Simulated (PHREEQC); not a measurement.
**Buffer (model solution)**

Solution (25 °C): 76 mmol/kgw NH4Cl, 100 mmol/kgw Na2HPO4 and 0.079 mmol/kgw NaCl. Closed to the air; pH follows from the charge balance.

Equilibrium calculation in PHREEQC: ion-association model, phreeqc.dat.

Precipitation was switched off in this run.

Predict the pH.

pH 8.15.

In which forms is Na present?

Na+ 96 %, NaHPO4- 4.1 % of the Na.
